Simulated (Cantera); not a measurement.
Input (Python, Cantera):

```python
import numpy as np
import cantera as ct

gas = ct.Solution("gri30.yaml")


def delay(T, t_max=10):
    gas.TPX = T, 1500000, {'CH4': 1, 'O2': 4.55, 'N2': 17.1}
    reactor = ct.IdealGasConstPressureReactor(gas, clone=False)
    net = ct.ReactorNet([reactor])
    net.rtol, net.atol = 1e-8, 1e-16
    while net.time < t_max:
        t_old, T_old = net.time, reactor.T
        net.step()
        if reactor.T > T + 400:  # ignition: a rise of 400 K
            return t_old + (T + 400 - T_old) / (reactor.T - T_old) * (net.time - t_old)
    return np.nan


taus = []
for T in [1300, 1375, 1450, 1525, 1600, 1675, 1750]:
    taus.append(delay(T))
    print(f"T0 = {T:6g} K   tau = {taus[-1]:.4e} s")
```

Output:

```
T0 =   1300 K   tau = 7.0951e-04 s
T0 =   1375 K   tau = 3.2424e-04 s
T0 =   1450 K   tau = 1.5789e-04 s
T0 =   1525 K   tau = 8.1334e-05 s
T0 =   1600 K   tau = 4.4118e-05 s
T0 =   1675 K   tau = 2.5120e-05 s
T0 =   1750 K   tau = 1.4977e-05 s
```

Cantera simulation using GRI-Mech 3.0 (53 species, 325 reactions); the numbers are that mechanism's predictions, not measurements. The pressure lies above the range GRI-Mech 3.0 was tuned for (to about 10 atm).
